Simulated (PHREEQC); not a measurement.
Solution (25 °C): 0.22 mol/kgw HF, 0.015 mol/kgw NH4HF2 and 0.00068 mol/kgw HCl. Closed to the air; pH follows from the charge balance.

Equilibrium calculation in PHREEQC: ion-association model, wateq4f.dat.

Each row changes one thing in this solution. No solid was allowed to form.

```tsv
case	pH	ionic strength (mol/kgw)	HF (mol/kgw)	H2F2 (mol/kgw)	F- (mol/kgw)	HF2- (mol/kgw)
as made	2.16	0.0228	0.131	0.0448	0.0147	0.00743
temperature from 25 to 30 °C	2.16	0.0228	0.138	0.0413	0.0143	0.00784
0.023 mol/kgw Na2SO4 added	2.20	0.0815	0.128	0.0433	0.0177	0.00882
HF from 0.22 to 0.33 mol/kgw	2.04	0.0253	0.172	0.0770	0.0148	0.00981
```

wateq4f.dat counts part of the HF as a dimer, H2F2, which phreeqc.dat doesn't know; its constant is uncertain.
